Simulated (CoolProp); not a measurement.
Properties of nitrogen at several states.

Values from CoolProp's reference Helmholtz-energy equation of state, Span 2000.

| T (K) | p (kPa) | phase | density (kg/m³) | cv (kJ/(kg K)) | isothermal compressibility (1/MPa) |
|---|---|---|---|---|---|
| 927.8 | 6170 | supercritical | 21.91 | 0.8571 | 0.1585 |
| 721.2 | 15000 | supercritical | 65.83 | 0.8131 | 0.06248 |
| 912.3 | 16200 | supercritical | 56.41 | 0.8571 | 0.05814 |
| 140.5 | 171 | gas | 4.151 | 0.7465 | 5.920 |
| 498 | 174 | gas | 1.176 | 0.7590 | 5.743 |
| 241.6 | 10.8 | gas | 0.1506 | 0.7424 | 92.60 |
